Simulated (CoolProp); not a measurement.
The fluid at 293.15 K and 2.29 MPa (stagnation) flows isentropically through a choked orifice. The same conditions are run with several fluids, on thermodynamics alone (safety and materials aside).

Values from CoolProp's reference Helmholtz-energy equation of state of each fluid (carbon dioxide: Span 1996; nitrogen: Span 2000; methane: Setzmann 1991; carbon monoxide: Lemmon 2006; fluorine: de Reuck 1990).

```
fluid            throat to inlet pressure ratio  mass flux (kg/(m² s))  throat temperature (K)
---------------  ------------------------------  ---------------------  ----------------------
carbon dioxide                            0.547                   6940                   252.9
nitrogen                                  0.525                   5360                   243.3
methane                                   0.542                   4030                   251.9
carbon monoxide                           0.525                   5370                   243.1
fluorine                                  0.531                   6200                   246.4
```
